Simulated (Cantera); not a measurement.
CuO + CH₄ + H₂ (carbothermic reduction)

A closed system holds: 1 mol CuO, 1.7 mol CH₄, 0.11 mol H₂, at 1000 Pa.

Cantera equilibrium calculation (NASA polynomials, part measured and part estimated; ideal gas, pure solids and liquids). Candidate condensed phases: C, C₆H₆, C₇H₈, C₈H₁₈, Cu, CuO, Cu(OH)₂, Cu₂O, H₂O; 113 gas species. Kinetics and transport are ignored.

From 1448 K to 1898 K the condensed part is C(graphite) + Cu(l). From 1973 K to 2273 K the condensed part is C(graphite). The main Cu-bearing gas is Cu throughout.

```csv
T (K),log p H₂,log p CO,log p Cu,log p H,n C(graphite),n Cu(l)
1448,-2.11,-2.65,-5.48,-6.09,0.700,0.999
1523,-2.11,-2.65,-4.92,-5.69,0.700,0.995
1598,-2.11,-2.66,-4.41,-5.33,0.700,0.982
1673,-2.11,-2.66,-3.95,-5.00,0.700,0.949
1748,-2.12,-2.67,-3.54,-4.70,0.699,0.864
1823,-2.14,-2.69,-3.15,-4.43,0.699,0.656
1898,-2.19,-2.73,-2.80,-4.20,0.697,0.144
1973,-2.20,-2.74,-2.75,-3.97,0.696,0
2048,-2.21,-2.74,-2.75,-3.75,0.693,0
2123,-2.21,-2.75,-2.75,-3.55,0.689,0
2198,-2.22,-2.75,-2.75,-3.37,0.683,0
2273,-2.23,-2.76,-2.76,-3.19,0.675,0
```
log p: log10 of the partial pressure in bar; n: condensed amount in mol.
